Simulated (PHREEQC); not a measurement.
**Acid rinse or clean (model solution)**

Dissolve 0.001 mol/kgw HCl and 0.0005 mol/kgw AlCl3 at 50 °C. Closed to the air; pH follows from the charge balance.

Computed with PHREEQC (ion-association model, phreeqc.dat).

The pH is 3.02 and the ionic strength comes out as 0.00396 mol/kgw. The specific conductance is 975 µS/cm and the total alkalinity is -1.00 meq/kg.

| species | molality | activity | log γ |
|---|---|---|---|
| Cl- | 0.00250 | 0.00233 | -0.031 |
| H+ | 0.00102 | 0.000955 | -0.028 |
| Al+3 | 0.000482 | 0.000268 | -0.255 |
| AlOH+2 | 1.73e-5 | 1.31e-5 | -0.121 |
| Al(OH)2+ | 7.56e-7 | 7.05e-7 | -0.030 |

No solid was allowed to form. Complexes and solids missing from the database can't appear. Away from 25 °C the constants follow the database's enthalpies or fits; those with neither stay at their 25 °C values.
